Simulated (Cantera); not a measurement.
What does this Cantera script print?

```python
import numpy as np
import cantera as ct

gas_names = """
    Fe H H2 H2S N NH NH2 NH3 N2 N2H2 N2H4 S SH SN S2 S8
""".split()
cond_names = """
    Fe(a) Fe(c) Fe(d) Fe(L) FeS(a) FeS(b) FeS(c) FeS(L) FeS2(s) S(cr1) S(cr2) S(L)
""".split()


# ... load() reads the species with a 1 bar reference pressure and builds the phases ...
atoms = {
    'FeS': {'Fe': 1, 'S': 1},
    'H2': {'H': 2},
    'N2': {'N': 2},
}
top_T = {'FeS2(s)': 1010}  # K; cautious upper limits of use, not melting points


# ... equilibrate(T, P, feed) seeds the gas with the atoms and calls Mixture.equilibrate('TP', solver="vcs", rtol=1e-11, max_steps=5000) ...
results = []
feed = {'FeS': 1, 'H2': 3.3, 'N2': 13}  # mol
T = 1475  # K
P = 850000  # Pa
mix = equilibrate(T, P, feed)
results.append((T, P, feed, dict(zip(mix.species_names, mix.species_moles))))
print(gas.report(threshold=0.0001))
for i in range(1, mix.n_phases):
    print(f"{mix.phase(i).name:16s} {mix.phase_moles(i):12.5e} mol")
```

Result:

```
       temperature   1475 K
          pressure   8.5e+05 Pa
           density   1.5832 kg/m^3
  mean mol. weight   22.843 kg/kmol
   phase of matter   gas

                          1 kg             1 kmol
                     ---------------   ---------------
          enthalpy        1.6236e+06        3.7088e+07  J
   internal energy        1.0867e+06        2.4824e+07  J
           entropy            9426.4        2.1533e+05  J/K
    Gibbs function        -1.228e+07       -2.8052e+08  J
 heat capacity c_p            1499.3             34249  J/K
 heat capacity c_v            1135.3             25935  J/K

                      mass frac. Y      mole frac. X     chem. pot. / RT
                     ---------------   ---------------   ---------------
                H2          0.017611           0.19955           -18.026
               H2S         0.0042373         0.0028405           -33.875
                N2            0.9781           0.79755           -24.047
     [  +13 minor]        4.9079e-05         5.644e-05

Fe(c)             4.64704e-02 mol
FeS(L)            9.53529e-01 mol
S(L)              0.00000e+00 mol
```

Equilibrium computed with Cantera from the NASA thermochemical tables; the gas is ideal and each condensed phase is pure. Metal and sulfide melt together well below either melting point, which pure phases cannot show. Mutual solubility and eutectic melting of coexisting phases are not modelled. FeS: taken at fixed stoichiometry.
